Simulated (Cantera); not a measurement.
Feed: 1 mol Cr2O3, 2000 mol H2, at 0.270 bar.

Method: chemical equilibrium by Gibbs-energy minimisation in Cantera with the NASA 1993 tables (ideal gas, pure condensed phases). Candidate condensed phases: Cr, Cr2O3, H2O; 13 gas species. Equilibrium is a limit: real reactors are often held back by kinetics, nucleation or transport.

**Question.** At 1775 K, list the 4 most abundant gas species with their mole fractions, and the condensed phases.

**Answer.** H2 0.998, H2O 0.00150, H 0.000556, Cr 0.000241. Condensed: Cr(s).
